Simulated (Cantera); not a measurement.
**Transport properties of process gases**

Gas mixture: CH₃OH = 0.17 (molar parts), at 8.25 Torr, frozen composition.

Cantera's kinetic-theory transport with the Lennard-Jones parameters of GRI-Mech 3.0, ideal gas; thermal conductivity in the mixture-averaged form. Polar gases are described roughly by these parameters.

```csv
T (K),ρ (kg/m³),cp (J/kg/K),μ (µPa s),λ (mW/m/K),Pr,D (cm²/s) NH₃,D (cm²/s) C₂H₂,D (cm²/s) H
400,0.0106,1604,13.1,28.2,0.745,24.3,18.8,144
500,0.00848,1858,16.4,41.1,0.743,37.9,28.8,219
600,0.00707,2101,19.7,55.5,0.746,54.3,40.6,306
700,0.00606,2314,22.8,70.5,0.748,73.1,53.9,405
800,0.00530,2491,25.8,85.9,0.747,94.2,68.6,513
900,0.00471,2643,28.6,101,0.746,117,84.7,631
1000,0.00424,2798,31.3,117,0.751,143,102,759
```
D: mixture-averaged diffusion coefficient of that species in the mixture.
